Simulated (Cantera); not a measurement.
Charge: 1 mol Ta2O5, 0.69 mol CO, 6.3 mol H2, equilibrated at 1398.15 K and 82.0 mbar.

Cantera equilibrium calculation (NASA polynomials, part measured and part estimated; ideal gas, pure solids and liquids). Candidate condensed phases: C, C6H6, C7H8, C8H18, H2O, Ta, TaC, Ta2O5; 113 gas species. Mutual solubility and eutectic melting of coexisting phases are not modelled. TaC: taken at fixed stoichiometry. Condensed phases not in the tables: Ta2C. Rates play no part.

Base state: H2 0.901, CO 0.0984, H2O 0.00103, CO2 5.21e-5, H 1.57e-5 (mole fractions); condensed: TaC(s) + Ta2O5(s).

Q: What changes in the equilibrium state with this change: Ta2O5 replaced by Fe2O3?

A: 
```tsv
species	before	after
H2	0.901	0.656
H2O	0.00103	0.245
CO	0.0984	0.0842
CO2	5.21e-5	0.0146
H	1.57e-5	1.34e-5
TaC(s), mol	0.00215	0
Ta2O5(s), mol	0.999	0
Fe(γ), mol	0	0.818
FeO(s), mol	0	1.18
```
The tables' stoichiometric FeO is somewhat more stable than real wüstite, so its field is too wide. FeO: taken at fixed stoichiometry. Further candidate phases: Fe, Fe(CO)5, FeO, Fe(OH)2, Fe(OH)3, Fe2O3, Fe3O4.

Q: What changes in the equilibrium state with this change: Ta2O5 replaced by CuO?

A: 
```csv
species,before,after
H2,0.901,0.766
H2O,0.00103,0.136
CO,0.0984,0.0912
CO2,5.21e-5,0.00747
Cu,0,1.59e-5
H,1.57e-5,1.45e-5
"TaC(s), mol",0.00215,0
"Ta2O5(s), mol",0.999,0
"Cu(l), mol",0,1.000
```
Further candidate phases: Cu, CuO, Cu(OH)2, Cu2O.
